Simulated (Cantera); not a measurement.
A perfectly stirred reactor is fed with CH3OH : O2 : N2 = 0.0025 : 0.0021 : 1 (molar parts), equivalence ratio 1.8, at 4280 Torr; it is held at 1200 K, and followed from long to short residence time.

Detailed kinetics in Cantera: GRI-Mech 3.0 (53 species, 325 reactions). GRI-Mech 3.0 was tuned for natural gas; its chemistry of methanol as a main component is partial and can be far from experiment.

**Question.** Predict: x(CH3OH) at τ = 1.40 s; x(O2) at τ = 1.40 s; x(C2H6) at τ = 1.40 s; x(CH2O) at τ = 1.40 s; x(CO) at τ = 1.40 s; x(CH3OH) at τ = 30.0 ms; x(O2) at τ = 30.0 ms; x(C2H6) at τ = 30.0 ms; x(CH2O) at τ = 30.0 ms; x(CO) at τ = 30.0 ms.

**Answer.** 
- x(CH3OH) at τ = 1.40 s = 1.08e-6
- x(O2) at τ = 1.40 s = 2.09e-5
- x(C2H6) at τ = 1.40 s = 1.14e-9
- x(CH2O) at τ = 1.40 s = 6.63e-7
- x(CO) at τ = 1.40 s = 0.00146
- x(CH3OH) at τ = 30.0 ms = 1.28e-5
- x(O2) at τ = 30.0 ms = 0.000208
- x(C2H6) at τ = 30.0 ms = 9.55e-9
- x(CH2O) at τ = 30.0 ms = 7.72e-6
- x(CO) at τ = 30.0 ms = 0.00189
